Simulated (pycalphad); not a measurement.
CALPHAD calculation (pycalphad, COST 507 light-alloy database (1999)), 1 atm. No gas phase is included, though pure Mg would boil below 1650 K. These are 1990s assessments: newer ones move some temperatures and phases. Diffusion is slow at the low end, where real alloys seldom reach equilibrium.

### Question
How does the equilibrium phase assembly of Al-2.712Si-6.233Mg (wt.%) change on cooling from 1650 K to 370 K?

### Answer
```tsv
T (K)	phases above	phases below
889.3	liquid	fcc + liquid
867.4	fcc + liquid	fcc + liquid + MG2SI
867.3	fcc + liquid + MG2SI	fcc + MG2SI
394.9	fcc + MG2SI	ALMG_BETA + fcc + MG2SI
```
Changes were sought between steps of 40 K, so a narrower field can be missed.

Database names, with the compositions (at.%) that they take in these runs: MG2SI: Mg 67 Si 33; ALMG_BETA: Al 61 Mg 39.
